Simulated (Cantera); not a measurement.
Cantera with NASA thermochemical tables; ideal gases at 1 bar, condensed phases pure. Values are per mole of reaction as written; species without (g) are pure solids or liquids, kept so even where they would boil at 1 bar.

Problem. Between 300 and 548 K, where is each reaction favourable under standard conditions?
- Ca + Cl2(g) = CaCl2
- 2 Li + Cl2(g) = 2 LiCl(g)
- H2(g) + Cl2(g) = 2 HCl(g)

Solution. 
- Ca + Cl2(g) = CaCl2: ΔG° is -748 kJ at 300 K and -709 kJ at 548 K; it stays negative (K > 1). ΔH° is -793 kJ and ΔS° -153 J/K at 548 K.
- 2 Li + Cl2(g) = 2 LiCl(g): ΔG° is -435 kJ at 300 K and -468 kJ at 548 K; it stays negative (K > 1). ΔH° is -403 kJ and ΔS° 118 J/K at 548 K.
- H2(g) + Cl2(g) = 2 HCl(g): ΔG° is -191 kJ at 300 K and -195 kJ at 548 K; it stays negative (K > 1). ΔH° is -186 kJ and ΔS° 16 J/K at 548 K.
